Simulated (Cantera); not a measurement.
An isothermal, constant-pressure homogeneous reactor starts with NH3 : H2 = 1 : 3.8 (molar parts), at 1900 K and 10.00 Torr.

Detailed kinetics in Cantera: the gas-phase N/H chemistry of the illustrative SiF4/NH3 mechanism in the Surface Chemkin manual (1991). Walls and surfaces, which speed up NH3 decomposition in real reactors, are not modelled.

**Question.** Predict: x(NH3) at 3.00 s; x(H2) at 3.00 s; x(N2H2) at 3.00 s; x(NH2) at 3.00 s; x(N) at 3.00 s.

**Answer.** 
```json
{
  "x(NH3) at 3.00 s": "0.114 (gas-phase equilibrium 8.05e-8)",
  "x(H2) at 3.00 s": "0.846 (gas-phase equilibrium 0.907)",
  "x(N2H2) at 3.00 s": "5.30e-7 (gas-phase equilibrium <1e-12)",
  "x(NH2) at 3.00 s": "0.000231 (gas-phase equilibrium 1.64e-9)",
  "x(N) at 3.00 s": "6.65e-7 (gas-phase equilibrium 4.99e-10)"
}
```
